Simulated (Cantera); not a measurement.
Cantera run, input and output.

```python
import numpy as np
import cantera as ct

gas = ct.Solution("gri30.yaml")
gas.TPX = 2073, 170000, {'CH4': 1, 'CO2': 1.7}
reactor = ct.IdealGasConstPressureReactor(gas, energy="off", clone=False)
net = ct.ReactorNet([reactor])
net.rtol, net.atol = 1e-08, 1e-18
show = ['CH4', 'CO2', 'C2H2', 'CH2', 'H2', 'CO', 'C2H6']
times = np.geomspace(8e-05, 2, 13)

steps = ct.SolutionArray(gas, extra=["t"])
rows = []
print(f"{'t/s':>10s}{'T/K':>9s}{'P/Pa':>11s}" + "".join(f"{s:>11s}" for s in show))
for t in times:
    while net.time < t:
        t_next = net.step()
        steps.append(gas.state, t=t_next)
    rows.append([np.interp(t, steps.t, y) for y in (steps.T, steps.P, *steps(*show).X.T)])
    print(f"{t:10.3e}{rows[-1][0]:9.1f}{rows[-1][1]:11.4g}" + "".join(f"{x:11.3e}" for x in rows[-1][2:]))
rate = np.gradient(steps.T, steps.t)
print("integrator steps:", len(steps.t))
if steps.T.max() > steps.T[0] + 200:
    print(f"time of steepest temperature rise: {steps.t[rate.argmax()]:.4e} s")
gas.TPX = 2073, 170000, {'CH4': 1, 'CO2': 1.7}
gas.equilibrate("TP")
print(f"equilibrium (TP): T = {gas.T:.1f} K  " + "  ".join(f"{s} {gas[s].X[0]:.3e}" for s in show))
```

Result:

```
       t/s      T/K       P/Pa        CH4        CO2       C2H2        CH2         H2         CO       C2H6
 8.000e-05   2073.0    1.7e+05  1.095e-01  4.458e-01  8.088e-02  1.606e-05  2.213e-01  7.320e-02  3.368e-04
 1.860e-04   2073.0    1.7e+05  4.997e-02  3.288e-01  1.034e-01  1.340e-05  2.170e-01  1.637e-01  9.079e-05
 4.326e-04   2073.0    1.7e+05  1.707e-02  1.986e-01  1.062e-01  1.296e-05  1.677e-01  2.870e-01  1.916e-05
 1.006e-03   2073.0    1.7e+05  9.020e-03  1.228e-01  8.433e-02  1.051e-05  1.673e-01  3.804e-01  6.819e-06
 2.339e-03   2073.0    1.7e+05  7.538e-03  8.664e-02  5.279e-02  5.959e-06  2.129e-01  4.434e-01  3.510e-06
 5.440e-03   2073.0    1.7e+05  5.297e-03  6.049e-02  2.498e-02  2.889e-06  2.612e-01  4.931e-01  1.333e-06
 1.265e-02   2073.0    1.7e+05  2.576e-03  4.491e-02  6.796e-03  1.059e-06  2.974e-01  5.238e-01  2.668e-07
 2.941e-02   2073.0    1.7e+05  4.030e-04  3.919e-02  3.869e-04  1.394e-07  3.131e-01  5.347e-01  6.123e-09
 6.840e-02   2073.0    1.7e+05  4.180e-07  3.871e-02  1.425e-07  1.415e-10  3.146e-01  5.354e-01  2.691e-14
 1.591e-01   2073.0    1.7e+05  1.198e-08  3.871e-02  1.786e-11  4.151e-12  3.146e-01  5.354e-01  8.001e-18
 3.699e-01   2073.0    1.7e+05  1.198e-08  3.871e-02  1.786e-11  4.151e-12  3.146e-01  5.354e-01  8.001e-18
 8.601e-01   2073.0    1.7e+05  1.198e-08  3.871e-02  1.786e-11  4.151e-12  3.146e-01  5.354e-01  8.001e-18
 2.000e+00   2073.0    1.7e+05  1.198e-08  3.871e-02  1.786e-11  4.151e-12  3.146e-01  5.354e-01  8.001e-18
integrator steps: 1972
equilibrium (TP): T = 2073.0 K  CH4 1.343e-08  CO2 3.871e-02  C2H2 1.998e-11  CH2 4.637e-12  H2 3.146e-01  CO 5.354e-01  C2H6 9.705e-18
```

Model: GRI-Mech 3.0 (53 species, 325 reactions), integrated in Cantera.
